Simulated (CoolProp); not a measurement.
Vapour-liquid equilibrium of benzene (1) + cyclohexane (2) at 167.35 °C; x and y are mole fractions of (1).

Values from CoolProp's multi-fluid Helmholtz-energy mixture model, Thol 2012 and Zhou 2014; pair parameters Bell 2016.

```tsv
x	bubble pressure (bar)	y at the bubble point	dew pressure at overall composition x (bar)	liquid density (mol/L)
0.05	7.842	0.062	7.817	7.454
0.2	8.160	[?]	8.106	7.642
0.35	8.383	0.378	8.346	7.849
0.5	[?]	0.515	[?]	8.078
0.65	8.544	0.647	8.544	8.332
0.8	8.472	0.785	[?]	[?]
0.95	8.271	0.941	8.256	8.928
```

Q: Some entries are withheld; supply them.

A: 
- 0.2, y at the bubble point: 0.231
- 0.5, bubble pressure (bar): 8.511
- 0.5, dew pressure at overall composition x (bar): 8.502
- 0.8, dew pressure at overall composition x (bar): 8.458
- 0.8, liquid density (mol/L): 8.615

y crosses x between x = 0.5 and 0.65: the model has an azeotrope there.

Pair parameters are fitted to limited data, so mixtures are less certain than the pure fluids.
